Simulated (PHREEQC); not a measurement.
PHREEQC input (ion-association model, wateq4f.dat):

```
SOLUTION_SPECIES
  PO4-3 + 3H+ = H3PO4  # constants of phreeqc.dat
    -log_k 21.721
    -delta_h -10.1 kJ
  2 NO3- + 12 H+ + 10 e- = N2 + 6 H2O  # shut off: nitrate stays nitrate
    -log_k -100
    -delta_h 0
    -analytic -100
SOLUTION 1
  temp 20
  units mol/kgw
  pH 7 charge
  Cl 0.0084
  Cd 0.0019
  Zn 0.0023
  P 0.1
  Na 0.1004
  S(6) 0.0002
SOLUTION 2
  temp 20
  units mol/kgw
  pH 7 charge
  P 0.044
  K 0.044
  N(5) 0.53
END
SELECTED_OUTPUT 1
  -reset false
  -pH true
  -pe true
  -ionic_strength true
  -water true
  -totals Cd Cl K N Na P S Zn N(5) N(3)
    N(0) N(-3) S(-2) S(6)
  -molalities H+ Cd+2 Cl- K+ NO3- Na+ PO4-3 SO4-2 Zn+2 HPO4-2
    H2PO4- NH3 NaHPO4- KHPO4- NaSO4- KSO4- HSO4- H2S HS- S-2
    O2 NH4+ NH4SO4- OH- ZnCl+ ZnCl2 ZnCl3- ZnCl4-2 ZnOH+ Zn(OH)2
    Zn(OH)3- Zn(OH)4-2 ZnOHCl Zn(HS)2 Zn(HS)3- ZnSO4 Zn(SO4)2-2 CdCl+ CdCl2 CdCl3-
    CdOH+ Cd(OH)2 Cd(OH)3- Cd(OH)4-2 Cd2OH+3 CdOHCl CdNO3+ CdSO4 CdHS+ Cd(HS)2
    Cd(HS)3- Cd(HS)4-2 NO2- Cd(SO4)2-2 H3PO4
  -equilibrium_phases Zn(OH)2-e Zn4(OH)6SO4 Zn5(OH)8Cl2 Zn3(PO4)2:4w Cd(OH)2 Cd3(PO4)2 CdOHCl Halite Mirabilite Goslarite
PRINT
  -reset false
MIX 1
  1 1
  2 0
EQUILIBRIUM_PHASES 1
  Zn(OH)2-e 0 0
  Zn4(OH)6SO4 0 0
  Zn5(OH)8Cl2 0 0
  Zn3(PO4)2:4w 0 0
  Cd(OH)2 0 0
  Cd3(PO4)2 0 0
  CdOHCl 0 0
  Halite 0 0
  Mirabilite 0 0
  Goslarite 0 0
  O2(g) -0.68 10
END
# ... the last block is repeated for the other 10 points of share of solution B
```

Selected output (columns that matter, 11 of 11 rows; share of solution B added in front):

```
share of solution B	pH	mu	Cd	Cl	K	N	Na	P	S	Zn	m_H+	m_Cd+2	m_Cl-	m_K+
0	4.4649	0.11262	0.0019	0.0084	0	0	0.1004	0.1	0.0002	0.0023	4.1721e-05	0.0014894	0.0079749	0
0.1	2.0966	0.1151	0.00171	0.00756	0.0044	0.053	0.09036	0.0944	0.00018	0.00207	0.0097549	0.0013154	0.0072232	0.0043989
0.2	1.5076	0.13669	0.00152	0.00672	0.0088	0.106	0.08032	0.0888	0.00016	0.00184	0.038181	0.0011612	0.0064683	0.0087988
0.3	1.1597	0.17786	0.00133	0.00588	0.0132	0.159	0.07028	0.0832	0.00014	0.00161	0.086169	0.0010165	0.0057011	0.013199
0.4	0.95137	0.2257	0.00114	0.00504	0.0176	0.212	0.06024	0.0776	0.00012	0.00138	0.14083	0.00087028	0.0049167	0.017599
0.5	0.80862	0.27555	0.00095	0.0042	0.022	0.265	0.0502	0.072	0.0001	0.00115	0.1975	0.00072238	0.0041185	0.021999
0.6	0.70113	0.32619	0.00076	0.00336	0.0264	0.318	0.04016	0.0664	8e-05	0.00092	0.25496	0.00057433	0.0033098	0.0264
0.7	0.61521	0.37722	0.00057	0.00252	0.0308	0.371	0.03012	0.0608	6e-05	0.00069	0.31281	0.00042732	0.0024926	0.0308
0.8	0.54375	0.42848	0.00038	0.00168	0.0352	0.424	0.02008	0.0552	4e-05	0.00046	0.37087	0.0002822	0.0016681	0.0352
0.9	0.48261	0.47987	0.00019	0.00084	0.0396	0.477	0.01004	0.0496	2e-05	0.00023	0.42907	0.00013959	0.00083707	0.0396
1	0.4292	0.53135	0	0	0.044	0.53	0	0.044	0	0	0.48735	0	0	0.044
```

H3PO4, which wateq4f.dat lacks, is added to it with the constant of phreeqc.dat. The database has no phosphate complexes of Zn, Cd.
